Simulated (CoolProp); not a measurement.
Properties of R236EA along the isotherm 355.5 K (Tc = 412.4 K, pc = 3414 kPa, ω = 0.368).

Values from CoolProp's reference Helmholtz-energy equation of state, Rui 2013.

```tsv
p (kPa)	phase	density (kg/m³)	cp (kJ/(kg K))	speed of sound (m/s)	Joule-Thomson coefficient (K/MPa)	conductivity (mW/(m K))
512	gas	29.13	0.9948	131.6	14.96	18.9
1020	gas	66.93	1.128	115.6	18.88	19.8
1540	liquid	1219	1.412	358.2	0.2089	61.1
2050	liquid	1224	1.401	366.6	0.1804	61.6
2560	liquid	1230	1.392	374.6	0.1548	62.1
3070	liquid	1235	1.383	382.2	0.1318	62.6
3580	liquid	1240	1.376	389.5	0.1108	63.1
4100	liquid	1245	1.368	396.5	0.09122	63.5
4610	liquid	1249	1.362	403.2	0.07359	64.0
5120	liquid	1254	1.356	409.7	0.05730	64.4
```

Thermal conductivity comes from a separate model (Huber 2003), an estimate that may be off by 10 % or more.
